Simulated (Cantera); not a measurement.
A closed system holds: 1 mol SiHCl₃, a varied amount of H₂, equilibrated at 1050 K and 225 Torr.

These are equilibrium values from Cantera (NASA tables, ideal gas, pure condensed phases), not measurements of a reactor. Candidate condensed phases: Si; 19 gas species. The tables' values for SiCl₃ are old estimates; treat these amounts as uncertain. Kinetics and transport are ignored.

x: gas mole fraction; n: condensed amount in mol.

| n(H₂) (mol) | x H₂ | x HCl | x SiCl₄ | x SiHCl₃ | x SiH₂Cl₂ | x SiCl₂ | x SiCl₃ | n Si(s) |
|---|---|---|---|---|---|---|---|---|
| 85 | 0.982 | 0.0103 | 0.00326 | 0.00322 | 0.000364 | 0.000202 | 0.000191 | 0.374 |
| 120 | 0.986 | 0.00907 | 0.00194 | 0.00219 | 0.000282 | 0.000156 | 0.000129 | 0.427 |
| 160 | 0.989 | 0.00808 | 0.00122 | 0.00155 | 0.000224 | 0.000123 | 9.11e-5 | 0.481 |
| 210 | 0.991 | ? | ? | ? | ? | ? | 6.36e-5 | ? |
| 290 | 0.993 | 0.00613 | 0.000401 | 0.000674 | 0.000129 | 7.09e-5 | 3.96e-5 | 0.615 |
| 390 | 0.994 | ? | ? | ? | ? | ? | 2.43e-5 | ? |
| 530 | 0.995 | 0.00431 | 9.73e-5 | 0.000233 | 6.37e-5 | 3.49e-5 | 1.37e-5 | 0.762 |

### Question
Fill in the missing entries.

### Answer

- 390, x HCl: 0.00522
- 390, x SiCl₄: 0.000209
- 390, x SiHCl₃: 0.000413
- 390, x SiH₂Cl₂: 9.32e-5
- 390, x SiCl₂: 5.11e-5
- 390, n Si(s): 0.688
- 210, x HCl: 0.00718
- 210, x SiCl₄: 0.000754
- 210, x SiHCl₃: 0.00108
- 210, x SiH₂Cl₂: 0.000177
- 210, x SiCl₂: 9.72e-5
- 210, n Si(s): 0.539
